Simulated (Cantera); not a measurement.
Cantera run:

```python
import numpy as np
import cantera as ct

gas_names = """
    B BF BF2 BF3 BH BHF2 BH2 BH3 BN B2 F F2 H HF H2 H2F2 H3F3 H4F4 H5F5 H6F6 H7F7 N NF NF2 NF3 NH NH2
    NH3 N2 N2H2 N2H4
""".split()
cond_names = """
    B(b) B(L) BN(s)
""".split()


def load(file, names, dense=False):
    # The tables refer to 1 bar. Condensed volumes are neglected.
    table = {s.name: s for s in ct.Species.list_from_file(file)}
    out = []
    for n in names:
        d = dict(table[n].input_data)
        d["thermo"] = dict(d["thermo"], **{"reference-pressure": 1e5})
        if dense:
            d["equation-of-state"] = {"model": "constant-volume", "density": "1e6 g/cm^3"}
        out.append(ct.Species.from_dict(d))
    return out


gas = ct.Solution(thermo="ideal-gas", species=load("nasa_gas.yaml", gas_names))
cond = {s.name: ct.Solution(thermo="fixed-stoichiometry", species=[s], name=s.name)
        for s in load("nasa_condensed.yaml", cond_names, dense=True)}
atoms = {
    'BF3': {'B': 1, 'F': 3},
    'N2': {'N': 2},
    'H2': {'H': 2},
}
top_T = {'BN(s)': 3200}  # K; cautious upper limits of use, not melting points


def equilibrate(T, P, feed):
    n = {}
    for name, mol in feed.items():
        for a, k in atoms[name].items():
            n[a] = n.get(a, 0.0) + k * mol
    gas.TPX = T, P, n
    mass = sum(n.values()) * gas.mean_molecular_weight
    gas.equilibrate("TP")
    valid = [c for c in cond.values() if c.min_temp <= T <= top_T.get(c.name, c.max_temp)]
    mix = ct.Mixture([(gas, mass / gas.mean_molecular_weight)] + [(c, 0.0) for c in valid])
    mix.T, mix.P = T, P
    mix.equilibrate("TP", solver="vcs", rtol=1e-11, max_steps=5000)
    return mix


results = []
feed = {'BF3': 1, 'N2': 8.8, 'H2': 61}  # mol
P = 10000  # Pa
for T in [975, 1075, 1175, 1275, 1375, 1475, 1575, 1675, 1775]:
    mix = equilibrate(T, P, feed)
    results.append((T, P, feed, dict(zip(mix.species_names, mix.species_moles))))
    x = sorted(zip(gas.X, gas.species_names), reverse=True)
    print(f"T = {T:g} K  P = {P:g} Pa  gas = {mix.phase_moles(0):.4g} mol")
    print("   x: " + "  ".join(f"{s} {v:.3e}" for v, s in x if v > 1e-06))
    print("   condensed (mol): " + ("  ".join(f"{mix.phase(i).name} {mix.phase_moles(i):.4g}"
          for i in range(1, mix.n_phases) if mix.phase_moles(i) > 1e-12) or "none"))
```

Result:

```
T = 975 K  P = 10000 Pa  gas = 70.8 mol
   x: H2 8.585e-01  N2 1.233e-01  BF3 1.210e-02  HF 6.051e-03  NH3 1.927e-05  BHF2 6.481e-06
   condensed (mol): BN(s) 0.1427
T = 1075 K  P = 10000 Pa  gas = 70.8 mol
   x: H2 8.577e-01  N2 1.230e-01  BF3 1.157e-02  HF 7.635e-03  BHF2 2.031e-05  NH3 1.020e-05
   condensed (mol): BN(s) 0.1797
T = 1175 K  P = 10000 Pa  gas = 70.8 mol
   x: H2 8.569e-01  N2 1.228e-01  BF3 1.102e-02  HF 9.218e-03  BHF2 5.182e-05  NH3 5.985e-06
   condensed (mol): BN(s) 0.2163
T = 1275 K  P = 10000 Pa  gas = 70.8 mol
   x: H2 8.561e-01  N2 1.225e-01  HF 1.076e-02  BF3 1.046e-02  BHF2 1.129e-04  NH3 3.808e-06  BF2 3.349e-06  H 2.157e-06
   condensed (mol): BN(s) 0.2512
T = 1375 K  P = 10000 Pa  gas = 70.8 mol
   x: H2 8.553e-01  N2 1.223e-01  HF 1.223e-02  BF3 9.891e-03  BHF2 2.174e-04  BF2 1.766e-05  H 1.002e-05  NH3 2.584e-06
   condensed (mol): BN(s) 0.2831
T = 1475 K  P = 10000 Pa  gas = 70.8 mol
   x: H2 8.545e-01  N2 1.221e-01  HF 1.359e-02  BF3 9.291e-03  BHF2 3.787e-04  BF2 7.334e-05  H 3.791e-05  NH3 1.846e-06  BF 1.750e-06
   condensed (mol): BN(s) 0.31
T = 1575 K  P = 10000 Pa  gas = 70.81 mol
   x: H2 8.536e-01  N2 1.219e-01  HF 1.480e-02  BF3 8.613e-03  BHF2 6.049e-04  BF2 2.498e-04  H 1.214e-04  BF 1.525e-05  NH3 1.375e-06
   condensed (mol): BN(s) 0.3284
T = 1675 K  P = 10000 Pa  gas = 70.84 mol
   x: H2 8.525e-01  N2 1.219e-01  HF 1.575e-02  BF3 7.762e-03  BHF2 8.896e-04  BF2 7.144e-04  H 3.390e-04  BF 1.009e-04  NH3 1.062e-06
   condensed (mol): BN(s) 0.3293
T = 1775 K  P = 10000 Pa  gas = 70.93 mol
   x: H2 8.509e-01  N2 1.220e-01  HF 1.624e-02  BF3 6.570e-03  BF2 1.722e-03  BHF2 1.190e-03  H 8.443e-04  BF 5.235e-04  BH2 1.365e-06
   condensed (mol): BN(s) 0.2902
```

Method: chemical equilibrium by Gibbs-energy minimisation in Cantera with the NASA 1993 tables (ideal gas, pure condensed phases). N2 is the only nitrogen source here; it is nearly inert below about 1500 K, so the nitride shown seldom forms there in practice. The tables' values for BF2 are old estimates; treat these amounts as uncertain.
